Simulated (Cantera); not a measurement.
Charge: 1 mol Si, 3.5 mol SF6, 0.98 mol N2, held at 1450 °C and 0.190 bar.

Equilibrium computed with Cantera from the NASA thermochemical tables; the gas is ideal and each condensed phase is pure. Candidate condensed phases: S, Si, Si3N4; 29 gas species. The tables' values for SF3, SF5 are old estimates; treat these amounts as uncertain. Rates play no part.

Base state: SF4 0.381, F 0.330, SiF4 0.122, N2 0.120, SF6 0.0279, SF3 0.0148, SF2 0.00318, SF5 0.00112 (mole fractions); condensed: gas only.

Q: What changes in the equilibrium state with this change: temperature from 1450 °C to 800 °C?

A: 
| species | before | after |
|---|---|---|
| SF4 | 0.381 | 0.363 |
| SF6 | 0.0279 | 0.275 |
| SiF4 | 0.122 | 0.182 |
| F | 0.330 | 2.22e-6 |
| SF3 | 0.0148 | 0.00124 |
| N2 | 0.120 | 0.179 |
| F2 | 0.000489 | <1e-9 |
| SF2 | 0.00318 | 0.000241 |
| SF5 | 0.00112 | 9.55e-5 |

Q: What changes in the equilibrium state with this change: pressure from 0.190 bar to 1.33 mbar?

A: 
```json
[
 {"species": "F", "before": "0.330", "after": "0.640"},
 {"species": "SF2", "before": "0.00318", "after": "0.207"},
 {"species": "SiF4", "before": "0.122", "after": "0.0658"},
 {"species": "SF4", "before": "0.381", "after": "0.00460"},
 {"species": "SF6", "before": "0.0279", "after": "6.25e-8"},
 {"species": "N2", "before": "0.120", "after": "0.0644"},
 {"species": "SF3", "before": "0.0148", "after": "0.0132"},
 {"species": "S2F2 (SSF2)", "before": "5.15e-9", "after": "0.000828"},
 {"species": "S", "before": "<1e-9", "after": "7.00e-5"}
]
```
The tables' values for SF3, S2F2 (SSF2), FS2F (FSSF) are old estimates; treat these amounts as uncertain.
